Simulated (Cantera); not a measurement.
Input (Python, Cantera):

```python
import numpy as np
import cantera as ct

surf = ct.Interface("ptcombust.yaml", "Pt_surf")
gas = surf.adjacent["gas"]
gas.TPX = 625, 100000, {'H2': 0.0048, 'O2': 0.038, 'N2': 0.79}
surf.TP = 625, 100000
reactor = ct.FlowReactor(gas, clone=False)
reactor.area = 0.0001  # m2
reactor.surface_area_to_volume_ratio = 1100  # 1/m
reactor.mass_flow_rate = 0.062 * reactor.area * gas.density  # inlet velocity 0.062 m/s
reactor.energy_enabled = False
wall = ct.ReactorSurface(surf, reactor, clone=False)
net = ct.ReactorNet([reactor])
net.rtol, net.atol = 1e-8, 1e-16
show, cover = ['H2', 'O2', 'H2O'], ['PT(S)', 'H(S)', 'O(S)', 'OH(S)', 'CO(S)', 'C(S)']

rows = []
print(f"{'z/m':>9s}{'u/(m/s)':>9s}" + "".join(f"{s:>13s}" for s in show + cover))
for z in [5.9e-05, 0.00011, 0.00022, 0.00042, 0.00082, 0.0016, 0.003, 0.0059]:
    net.advance(z)
    rows.append([reactor.speed, *gas[show].X, *surf[cover].coverages])
    print(f"{z:9.4g}{rows[-1][0]:9.3g}" + "".join(f"{x:13.4e}" for x in rows[-1][1:]))
```

Result:

```
      z/m  u/(m/s)           H2           O2          H2O        PT(S)         H(S)         O(S)        OH(S)        CO(S)         C(S)
  5.9e-05   0.0618   7.1863e-04   4.3215e-02   5.0596e-03   2.8085e-02   1.3268e-09   9.6775e-01   4.1641e-03   4.5049e-26   1.3769e-29
  0.00011   0.0618   4.0505e-04   4.3065e-02   5.3741e-03   1.6085e-02   4.8394e-10   9.8068e-01   3.2291e-03   4.8841e-29  -5.7176e-31
  0.00022   0.0618   2.0528e-04   4.2969e-02   5.5745e-03   8.6059e-03   1.5818e-10   9.8899e-01   2.3983e-03   8.2741e-26  -2.7833e-29
  0.00042   0.0618   1.0282e-04   4.2920e-02   5.6772e-03   5.0616e-03   6.0472e-11   9.9308e-01   1.8535e-03   4.2629e-27   2.4219e-31
  0.00082   0.0618   4.3705e-05   4.2892e-02   5.7365e-03   3.3307e-03   2.7101e-11   9.9516e-01   1.5099e-03  -1.1758e-26  -3.8365e-30
   0.0016   0.0618   1.3130e-05   4.2877e-02   5.7672e-03   2.6073e-03   1.6168e-11   9.9605e-01   1.3387e-03  -6.9806e-29  -1.8882e-32
    0.003   0.0618   2.0707e-06   4.2872e-02   5.7783e-03   2.3814e-03   1.3138e-11   9.9634e-01   1.2804e-03   1.6024e-29   3.5987e-33
   0.0059   0.0618   5.3272e-08   4.2871e-02   5.7803e-03   2.3423e-03   1.2633e-11   9.9639e-01   1.2700e-03   1.9280e-27   5.8310e-31
```

Computed with Cantera and Deutschmann's 1995 Pt surface mechanism with GRI-Mech 3.0 gas chemistry. Catalytic surfaces can have several steady states; this one follows from the mechanism file's or the stated starting coverage. Mass transfer to the wall is taken as infinitely fast.
